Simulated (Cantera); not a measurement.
An adiabatic, constant-pressure homogeneous reactor starts with H₂ : O₂ : N₂ : H₂O = 1 : 0.312 : 1.17 : 0.061 (molar parts), at 1548 K and 1.00 atm. Integrator tolerance rtol = 1e-08.

Detailed kinetics in Cantera: GRI-Mech 3.0 (53 species, 325 reactions).

```json
[
 {"quantity": "time of steepest temperature rise", "before": "11.9 µs", "after": "0.183 ms"},
 {"quantity": "temperature at 9.00 s", "before": "2833 K", "after": "2628 K"},
 {"quantity": "equilibrium temperature", "before": "2833 K", "after": "2628 K"},
 {"quantity": "x(H₂) at 9.00 s", "before": "0.162 (gas-phase equilibrium 0.162)", "after": "0.163 (gas-phase equilibrium 0.163)"},
 {"quantity": "x(O₂) at 9.00 s", "before": "0.00170 (gas-phase equilibrium 0.00170)", "after": "0.000372 (gas-phase equilibrium 0.000372)"},
 {"quantity": "x(H₂O) at 9.00 s", "before": "0.270 (gas-phase equilibrium 0.270)", "after": "0.293 (gas-phase equilibrium 0.293)"},
 {"quantity": "x(NO₂) at 9.00 s", "before": "1.65e-7 (gas-phase equilibrium 1.65e-7)", "after": "3.22e-8 (gas-phase equilibrium 3.22e-8)"},
 {"quantity": "x(H) at 9.00 s", "before": "0.0370 (gas-phase equilibrium 0.0370)", "after": "0.0174 (gas-phase equilibrium 0.0174)"}
]
```

### Question
What was changed between the two runs?
(A) initial temperature 1548 to 1050 K
(B) pressure from 1.00 atm to 1.48 atm
(C) initial temperature 1548 to 1250 K
(D) pressure from 1.00 atm to 9.18 atm

### Answer
A, initial temperature 1548 to 1050 K
